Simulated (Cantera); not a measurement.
A closed system holds: 1 mol B₂H₆, a varied amount of H₂O, equilibrated at 650 °C and 0.000390 bar.

Equilibrium computed with Cantera from the NASA thermochemical tables; the gas is ideal and each condensed phase is pure. Candidate condensed phases: B, B₂O₃, B₃O₃H₃, H₂O; 23 gas species. The feed counts by its element totals alone. Gases not in the tables: H₃BO₃. Kinetics and transport are ignored.

### Question
Which condensed phases are stable at each of these points (n(H₂O) (mol)): 0.3, 0.49, 0.78, 1.2, 2, 3.2, 5.1?

### Answer
```
n(H₂O) (mol)  condensed phases  B condensed (%)
------------  ----------------  ---------------
0.3             B(s) + B₂O₃(l)             99.9
0.49            B(s) + B₂O₃(l)             99.9
0.78            B(s) + B₂O₃(l)             99.9
1.2             B(s) + B₂O₃(l)             99.9
2               B(s) + B₂O₃(l)             99.9
3.2                    B₂O₃(l)            100.0
5.1                    B₂O₃(l)             99.8
```

From 0.3 mol H₂O to 2 mol H₂O the condensed part is B(s) + B₂O₃(l). From 3.2 mol H₂O to 5.1 mol H₂O the condensed part is B₂O₃(l).
